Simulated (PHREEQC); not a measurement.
Consider water at 25 °C with 0.6 mol HF and 0.15 mol NaF per kg of water. It is in equilibrium with CO2 at log p = -1 (atm). Otherwise closed; pH follows from the charge balance.

All values are PHREEQC results (ion-association model, wateq4f.dat), not measurements.

No solid was allowed to form.

Question: Order these F species by the share of F that they hold, largest first: HF2-, HF, F-, NaF, H2F2.

Answer: H2F2 (39 %), HF (31 %), HF2- (19 %), F- (10 %), NaF (0.47 %)

The pH is 2.55 and the ionic strength 0.150 mol/kgw. Complexes and solids missing from the database can't appear. wateq4f.dat counts part of the HF as a dimer, H2F2, which phreeqc.dat doesn't know; its constant is uncertain.
